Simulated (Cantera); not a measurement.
A closed system holds: 1 mol Pb, 0.32 mol H2O, 8.2 mol CO, held at 1098.15 K and 7.50 Torr.

Cantera equilibrium calculation (NASA polynomials, part measured and part estimated; ideal gas, pure solids and liquids). Candidate condensed phases: C, C6H6, C7H8, C8H18, H2O, Pb, PbO, PbO2, Pb3O4; 113 gas species. Rates play no part.

Base state: CO 0.915, CO2 0.0357, H2 0.0357, Pb 0.0117, H2O 0.00140 (mole fractions); condensed: Pb(l).

**Question.** What changes in the equilibrium state with this change: H2O from 0.32 to 12 mol?

**Answer.** 
| species | before | after |
|---|---|---|
| H2O | 0.00140 | 0.349 |
| H2 | 0.0357 | 0.238 |
| CO2 | 0.0357 | 0.238 |
| CO | 0.915 | 0.163 |
| Pb | 0.0117 | 0.0117 |
| Pb(l), mol | 0.899 | 0.761 |

**Question.** What changes in the equilibrium state with this change: temperature from 1098.15 K to 1175 K?

**Answer.** 
| species | before | after |
|---|---|---|
| CO | 0.915 | 0.886 |
| Pb | 0.0117 | 0.0435 |
| CO2 | 0.0357 | 0.0342 |
| H2 | 0.0357 | 0.0342 |
| H2O | 0.00140 | 0.00169 |
| Pb(l), mol | 0.899 | 0.612 |

**Question.** What changes in the equilibrium state with this change: temperature from 1098.15 K to 1625 K?

**Answer.** 
```
species      before     after
----------  -------  --------
CO            0.915     0.831
Pb           0.0117     0.105
CO2          0.0357    0.0302
H2           0.0357    0.0301
H           4.69e-8  0.000122
H2O         0.00140   0.00341
Pb(l), mol    0.899         0
```
